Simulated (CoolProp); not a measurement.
Values from CoolProp's reference Helmholtz-energy equation of state, Lemmon 2016.

Question: For R365MFC, give the phase and the cv (kJ/(kg K)) at 126.05 °C and 195 bar; 150.05 °C and 1.35 bar; 74.65 °C and 3.51 bar.

Answer: 
- 126.05 °C and 195 bar: liquid; cv 1.19
- 150.05 °C and 1.35 bar: gas; cv 1.15
- 74.65 °C and 3.51 bar: liquid; cv 1.11
